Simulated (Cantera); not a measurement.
Feed: 1 mol Si₃N₄, 0.02 mol H₂O, 130 mol H₂, at 12.0 Torr.

Cantera equilibrium calculation (NASA polynomials, part measured and part estimated; ideal gas, pure solids and liquids). Candidate condensed phases: H₂O, Si, SiO₂, Si₂N₂O, Si₃N₄; 35 gas species. Gases not in the tables: Si₂H₆ and higher silanes. Kinetics and transport are ignored.

**Question.** At 1825 K, list the 6 most abundant gas species with their mole fractions, and the condensed phases.

**Answer.** H₂ 0.981, N₂ 0.0151, H 0.00345, Si 0.000284, SiO 0.000151, SiH 3.78e-5. Condensed: Si(l).
